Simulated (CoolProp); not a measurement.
The numbers come from the reference Helmholtz-energy equation of state, Thol 2021 in CoolProp.

Task: Give the vapour pressure (bar), liquid density (kg/m³), vapour density (kg/m³), liquid cp (kJ/(kg K)) of saturated chlorine at 320.2, 325.6, 369.3 K.

Result: 
```tsv
T (K)	p (bar)	liquid density (kg/m³)	vapour density (kg/m³)	liquid cp (kJ/(kg K))
320.2	13.5	1320	42.6	1.04
325.6	15.3	1300	48.1	1.05
369.3	36.3	1130	121	1.27
```
